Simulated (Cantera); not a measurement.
## Ignition delay

Mixture: CH4 : C2H6 : O2 : N2 : H2O = 1 : 0.034 : 1.41 : 8.05 : 0.25 (molar parts), at 1.01 bar, adiabatic and at constant pressure. Ignition delay is the time to a rise of 400 K.

Detailed kinetics in Cantera: GRI-Mech 3.0 (53 species, 325 reactions).

```tsv
T0 (K)	delay (ms)
1125	91.9
1175	48.6
1225	25.8
1275	13.8
1325	7.41
1375	4.01
1425	2.21
1475	1.24
1525	0.723
1575	0.437
```

```yaml
apparent activation energy between 1475 and 1575 K: 200 kJ/mol
```
